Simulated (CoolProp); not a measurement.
Vapour pressure (bar) of fluoroethane (R161): the reference equation beside estimates from Tc = 375.2 K, pc = 50.10 bar, ω = 0.216. Clausius-Clapeyron is anchored at 224.4 K with a constant enthalpy of vaporisation of 20.98 kJ/mol.

Values from CoolProp's reference Helmholtz-energy equation of state, Wu 2012.

```
T (K)  reference  Clausius-Clapeyron  van der Waals
-----  ---------  ------------------  -------------
169.7    0.01189             0.01568         0.6827
177.5    0.02469             0.03013         0.9469
185.3    0.04771             0.05482          1.279
193.1    0.08664             0.09502          1.687
200.9     0.1491              0.1578          2.181
208.8     0.2461              0.2539          2.777
216.6     0.3875              0.3923          3.468
224.4     0.5882              0.5882          4.269
232.2     0.8646              0.8581          5.188
240        1.235               1.222          6.232
247.8      1.720               1.701          7.409
255.6      2.343               2.321          8.724
263.4      3.125               3.109          10.18
271.3      4.107               4.110          11.82
279.1      5.291               5.330          13.59
```

Absolute difference from the reference over all 15 rows, mean and median: Clausius-Clapeyron 6.3 and 1.1 %, van der Waals 1313.0 and 625.8 %.
